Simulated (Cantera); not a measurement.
A Cantera script and what it prints.

```python
import numpy as np
import cantera as ct

gas_names = """
    C CH CH2 CH3 CH2OH CH3O CH4 CH3OH CO CO2 COOH C2 C2H CHCO,ketyl C2H2,acetylene C2H2,vinylidene
    CH2CO,ketene C2H3,vinyl CH3CO,acetyl C2H4 C2H4O,ethylen CH3CHO,ethanal CH3COOH (HCOOH)2 C2H5 C2H6
    CH3OCH3 C2H5OH C2O C3 C3H3,propargyl C3H4,allene C3H4,propyne C3H4,cyclo- C3H5,allyl C3H6,propylene
    C3H6,cyclo- C3H6O C3H7,n-propyl C3H7,i-propyl C3H8 C3H8O,1propanol C3H8O,2propanol C3O2 C4 C4H2
    C4H4,1,3-cyclo- C4H6,butadiene C4H6,2-butyne C4H6,cyclo- C4H8,1-butene C4H8,cis2-buten
    C4H8,tr2-butene C4H8,isobutene C4H8,cyclo- (CH3COOH)2 C4H9,n-butyl C4H9,i-butyl C4H9,s-butyl
    C4H9,t-butyl C4H10,isobutane C4H10,n-butane C5 C5H6,1,3cyclo- C5H8,cyclo- C5H10,1-pentene
    C5H10,cyclo- C5H11,pentyl C5H11,t-pentyl C5H12,n-pentane C5H12,i-pentane CH3C(CH3)2CH3 C6H2
    C6H5,phenyl C6H5O,phenoxy C6H6 C6H5OH,phenol C6H10,cyclo- C6H12,1-hexene C6H12,cyclo- C6H13,n-hexyl
    C7H7,benzyl C7H8 C7H8O,cresol C7H14,1-heptene C7H15,n-heptyl C7H16,n-heptane C8H8,styrene
    C8H10,ethylbenz C8H16,1-octene C8H17,n-octyl C8H18,isooctane C8H18,n-octane C9H19,n-nonyl
    C10H8,naphthale C10H21,n-decyl C12H9,o-bipheny C12H10,bipheny H HCO HO2 H2 HCHO,formaldehy HCOOH H2O
    H2O2 O OH O2 O3
""".split()
cond_names = """
    C(gr) C6H6(L) C7H8(L) C8H18(L),n-octa H2O(s) H2O(L)
""".split()


def load(file, names, dense=False):
    # The tables refer to 1 bar. Condensed volumes are neglected.
    table = {s.name: s for s in ct.Species.list_from_file(file)}
    out = []
    for n in names:
        d = dict(table[n].input_data)
        d["thermo"] = dict(d["thermo"], **{"reference-pressure": 1e5})
        if dense:
            d["equation-of-state"] = {"model": "constant-volume", "density": "1e6 g/cm^3"}
        out.append(ct.Species.from_dict(d))
    return out


gas = ct.Solution(thermo="ideal-gas", species=load("nasa_gas.yaml", gas_names))
cond = {s.name: ct.Solution(thermo="fixed-stoichiometry", species=[s], name=s.name)
        for s in load("nasa_condensed.yaml", cond_names, dense=True)}
atoms = {
    'CO2': {'C': 1, 'O': 2},
    'H2O': {'H': 2, 'O': 1},
}
top_T = {'C(gr)': 4500}  # K; cautious upper limits of use, not melting points


def equilibrate(T, P, feed):
    n = {}
    for name, mol in feed.items():
        for a, k in atoms[name].items():
            n[a] = n.get(a, 0.0) + k * mol
    gas.TPX = T, P, n
    mass = sum(n.values()) * gas.mean_molecular_weight
    gas.equilibrate("TP")
    valid = [c for c in cond.values() if c.min_temp <= T <= top_T.get(c.name, c.max_temp)]
    mix = ct.Mixture([(gas, mass / gas.mean_molecular_weight)] + [(c, 0.0) for c in valid])
    mix.T, mix.P = T, P
    mix.equilibrate("TP", solver="vcs", rtol=1e-11, max_steps=5000)
    return mix


results = []
T = 2025  # K
P = 100000  # Pa
for m in [0.051, 0.096, 0.18, 0.34, 0.63, 1.2, 2.2]:
    feed = {'CO2': 1, 'H2O': m}  # mol
    mix = equilibrate(T, P, feed)
    results.append((T, P, feed, dict(zip(mix.species_names, mix.species_moles))))
    x = sorted(zip(gas.X, gas.species_names), reverse=True)
    print(f"T = {T:g} K  P = {P:g} Pa  n(H2O) = {m:g} mol  gas = {mix.phase_moles(0):.4g} mol")
    print("   x: " + "  ".join(f"{s} {v:.3e}" for v, s in x if v > 0.001))
    print("   condensed (mol): " + ("  ".join(f"{mix.phase(i).name} {mix.phase_moles(i):.4g}"
          for i in range(1, mix.n_phases) if mix.phase_moles(i) > 1e-12) or "none"))
```

It prints:

```
T = 2025 K  P = 100000 Pa  n(H2O) = 0.051 mol  gas = 1.06 mol
   x: CO2 9.266e-01  H2O 4.756e-02  CO 1.663e-02  O2 8.200e-03
   condensed (mol): none
T = 2025 K  P = 100000 Pa  n(H2O) = 0.096 mol  gas = 1.105 mol
   x: CO2 8.884e-01  H2O 8.602e-02  CO 1.616e-02  O2 7.984e-03
   condensed (mol): none
T = 2025 K  P = 100000 Pa  n(H2O) = 0.18 mol  gas = 1.19 mol
   x: CO2 8.250e-01  H2O 1.500e-01  CO 1.534e-02  O2 7.638e-03  OH 1.235e-03
   condensed (mol): none
T = 2025 K  P = 100000 Pa  n(H2O) = 0.34 mol  gas = 1.351 mol
   x: CO2 7.263e-01  H2O 2.499e-01  CO 1.400e-02  O2 7.107e-03  OH 1.566e-03  H2 1.031e-03
   condensed (mol): none
T = 2025 K  P = 100000 Pa  n(H2O) = 0.63 mol  gas = 1.642 mol
   x: CO2 5.968e-01  H2O 3.810e-01  CO 1.212e-02  O2 6.404e-03  OH 1.884e-03  H2 1.655e-03
   condensed (mol): none
T = 2025 K  P = 100000 Pa  n(H2O) = 1.2 mol  gas = 2.215 mol
   x: H2O 5.381e-01  CO2 4.418e-01  CO 9.651e-03  O2 5.537e-03  H2 2.515e-03  OH 2.159e-03
   condensed (mol): none
T = 2025 K  P = 100000 Pa  n(H2O) = 2.2 mol  gas = 3.219 mol
   x: H2O 6.787e-01  CO2 3.034e-01  CO 7.177e-03  O2 4.723e-03  H2 3.434e-03  OH 2.330e-03
   condensed (mol): none
```

Method: chemical equilibrium by Gibbs-energy minimisation in Cantera with the NASA 1993 tables (ideal gas, pure condensed phases).
